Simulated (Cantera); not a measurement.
Input: 1 mol C3H8, 0.1 mol NH3, 6 mol H2, held at 590000 Pa.

Equilibrium computed with Cantera from the NASA thermochemical tables; the gas is ideal and each condensed phase is pure. Candidate condensed phases: C, C6H6, C7H8, C8H18; 92 gas species. Kinetics and transport are ignored. All values below are at 1300 °C.

Base state: H2 0.984, CH4 0.0105, N2 0.00488, HCN 0.000120, C2H2 (acetylene) 2.03e-5, NH3 2.02e-5, C2H4 1.68e-5, H 1.66e-5 (mole fractions); condensed: C(graphite).

Question: What changes in the equilibrium state with this change: NH3 from 0.1 to 2.4 mol?

Answer: 
```json
[
 {"species": "H2", "before": "0.984", "after": "0.909"},
 {"species": "N2", "before": "0.00488", "after": "0.0815"},
 {"species": "CH4", "before": "0.0105", "after": "0.00894"},
 {"species": "HCN", "before": "0.000120", "after": "0.000470"},
 {"species": "NH3", "before": "2.02e-5", "after": "7.33e-5"},
 {"species": "C2H4", "before": "1.68e-5", "after": "1.43e-5"},
 {"species": "C2H2 (acetylene)", "before": "2.03e-5", "after": "1.88e-5"},
 {"species": "H", "before": "1.66e-5", "after": "1.60e-5"},
 {"species": "C(graphite), mol", "before": "2.89", "after": "2.86"}
]
```
